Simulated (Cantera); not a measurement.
Standard-state values (1 bar) from the NASA 1993 polynomials, evaluated with Cantera. Values are per mole of reaction as written; species without (g) are pure solids or liquids, kept so even where they would boil at 1 bar.

### Question
Between 300 and 798 K, where is each reaction favourable under standard conditions?
- 4 BaF2 + 2 NO2(g) ⇌ F2(g) + 4 BaO + 2 NF3(g)

### Answer
- 4 BaF2 + 2 NO2(g) ⇌ F2(g) + 4 BaO + 2 NF3(g): ΔG° is 2266 kJ at 300 K and 2201 kJ at 798 K; it stays positive (K < 1). ΔH° is 2296 kJ and ΔS° 120 J/K at 798 K.
